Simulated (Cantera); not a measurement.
## Hydrocarbon pyrolysis for carbon deposition

An isothermal, constant-pressure homogeneous reactor starts with C2H6 : N2 = 1 : 4.3 (molar parts), at 1273 K and 1.01 bar.

Cantera simulation using GRI-Mech 3.0 (53 species, 325 reactions); the numbers are that mechanism's predictions, not measurements. GRI-Mech 3.0 stops at C3 and has no aromatics, soot or wall deposition, so with more carbon than oxygen in the feed, carbon stays in small species such as C2H2 where larger ones or solid carbon would form.

| t (s) | x C2H6 | x C2H4 | x H2 | x HCN | x C2H2 | x H | x CH2 |
|---|---|---|---|---|---|---|---|
| 0.000100 | 0.187 | 0.00125 | 0.00121 | 6.95e-12 | 6.94e-7 | 2.88e-6 | 1.74e-9 |
| 0.000239 | 0.181 | 0.00547 | 0.00524 | 2.47e-11 | 1.48e-5 | 3.89e-6 | 2.98e-9 |
| 0.000572 | 0.168 | 0.0161 | 0.0154 | 4.20e-11 | 0.000129 | 4.14e-6 | 2.96e-9 |
| 0.00137 | 0.138 | 0.0384 | 0.0374 | 5.62e-11 | 0.000724 | 4.54e-6 | 2.65e-9 |
| 0.00327 | 0.0849 | 0.0770 | 0.0771 | 6.79e-11 | 0.00308 | 5.27e-6 | 2.01e-9 |
| 0.00782 | 0.0268 | 0.114 | 0.123 | 7.60e-11 | 0.0101 | 5.62e-6 | 9.60e-10 |
| 0.0187 | 0.00430 | 0.117 | 0.147 | 7.91e-11 | 0.0220 | 3.42e-6 | 2.03e-10 |
| 0.0447 | 0.00127 | 0.105 | 0.158 | 7.96e-11 | 0.0344 | 2.04e-6 | 6.18e-11 |
| 0.107 | 0.000934 | 0.0866 | 0.170 | 8.00e-11 | 0.0497 | 1.84e-6 | 4.62e-11 |
| 0.256 | 0.000757 | 0.0669 | 0.180 | 8.15e-11 | 0.0655 | 1.70e-6 | 3.87e-11 |
| 0.612 | 0.000629 | 0.0559 | 0.180 | 8.54e-11 | 0.0728 | 1.46e-6 | 3.28e-11 |
| 1.46 | 0.000550 | 0.0514 | 0.171 | 9.29e-11 | 0.0731 | 1.16e-6 | 2.83e-11 |
| 3.50 | 0.000461 | 0.0467 | 0.157 | 1.05e-10 | 0.0721 | 8.54e-7 | 2.26e-11 |
| 8.36 | 0.000368 | 0.0413 | 0.141 | 1.21e-10 | 0.0708 | 5.92e-7 | 1.67e-11 |
| 20.0 | 0.000284 | 0.0358 | 0.124 | 1.42e-10 | 0.0694 | 4.04e-7 | 1.21e-11 |
x: mole fraction; the columns are a selection and need not sum to one.

Equilibrium at this temperature and pressure: C2H6 0.000152, C2H4 0.0201, H2 0.112, HCN 0.0651, C2H2 0.0433, H 2.39e-7, CH2 6.20e-12 (gas phase only).
